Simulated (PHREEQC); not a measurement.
A solution holds 0.036 mol/kgw NaOH, 6.2e-06 mol/kgw CO2 and 0.1 mol/kgw (CH3)4NCl, at 25 °C. Closed to the air; pH follows from the charge balance.

Equilibrium calculation in PHREEQC: ion-association model, phreeqc.dat.

Precipitation was switched off in this run.

Order these C species by the share of C that they hold, largest first: HCO3-, CO3-2, NaCO3-.

CO3-2 (81 %), NaCO3- (19 %), HCO3- (0.30 %)

The pH is 12.42 and the ionic strength 0.136 mol/kgw. Complexes and solids missing from the database can't appear. (CH3)4N+ isn't in the database: it is added as a free cation with an ion size of 4 Å.
